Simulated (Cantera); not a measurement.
A Cantera script and its output.

```python
import numpy as np
import cantera as ct

gas = ct.Solution("gri30.yaml")


def delay(T, t_max=10):
    gas.TPX = T, 150000, {'CH4': 1, 'O2': 3.28, 'N2': 12.3}
    reactor = ct.IdealGasReactor(gas, clone=False)
    net = ct.ReactorNet([reactor])
    net.rtol, net.atol = 1e-8, 1e-16
    while net.time < t_max:
        t_old, T_old = net.time, reactor.T
        net.step()
        if reactor.T > T + 400:  # ignition: a rise of 400 K
            return t_old + (T + 400 - T_old) / (reactor.T - T_old) * (net.time - t_old)
    return np.nan


taus = []
for T in [1200, 1275, 1350, 1425, 1500, 1575, 1650]:
    taus.append(delay(T))
    print(f"T0 = {T:6g} K   tau = {taus[-1]:.4e} s")
```

Output:

```
T0 =   1200 K   tau = 2.3906e-02 s
T0 =   1275 K   tau = 8.6793e-03 s
T0 =   1350 K   tau = 3.4212e-03 s
T0 =   1425 K   tau = 1.4662e-03 s
T0 =   1500 K   tau = 6.8576e-04 s
T0 =   1575 K   tau = 3.5002e-04 s
T0 =   1650 K   tau = 1.9343e-04 s
```

Computed with Cantera and GRI-Mech 3.0 (53 species, 325 reactions).
